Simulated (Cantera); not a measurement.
Charge: 1 mol Al, 0.24 mol O2, 220 mol H2, held at 898 K and 9.90 mbar.

Cantera equilibrium calculation (NASA polynomials, part measured and part estimated; ideal gas, pure solids and liquids). Candidate condensed phases: Al, Al2O3, H2O; 19 gas species. The numbers say what is thermodynamically allowed, not how fast it happens.

Base state: H2 1.00 (mole fractions); condensed: Al(s) + Al2O3(s).

### Question
What changes in the equilibrium state with this change: Al replaced by AlCl3?

### Answer
```json
[
 {"species": "H2", "before": "1.00", "after": "0.993"},
 {"species": "HCl", "before": "0", "after": "0.00434"},
 {"species": "AlCl3", "before": "0", "after": "0.00307"},
 {"species": "Al(s), mol", "before": "0.680", "after": "0"},
 {"species": "Al2O3(s), mol", "before": "0.160", "after": "0.160"}
]
```
Condensed phases not in the tables: AlOCl. Further candidate phases: AlCl3.
